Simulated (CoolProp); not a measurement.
A Linde-Hampson liquefier for ethylene: isothermal reversible compression at 290 K from 1 atm to 10 MPa, throttling to 1 atm, return gas leaving the recuperator 2 K below the feed. Each further row changes one setting.

Computed with CoolProp (reference Helmholtz-energy equation of state, Smukala 2000).

```
case                        liquid yield per pass  compression work (kJ/kg of gas)
--------------------------  ---------------------  -------------------------------
as stated                                       ?                              325
high pressure 20 MPa                        0.506                                ?
warm-end temperature 320 K                      ?                                ?
warm-end gap 7 K                                ?                              325
```

Task: What belongs in the gaps?

Result: 
- as stated, liquid yield per pass: 0.479
- high pressure 20 MPa, compression work (kJ/kg of gas): 350
- warm-end temperature 320 K, liquid yield per pass: 0.317
- warm-end temperature 320 K, compression work (kJ/kg of gas): 386
- warm-end gap 7 K, liquid yield per pass: 0.473
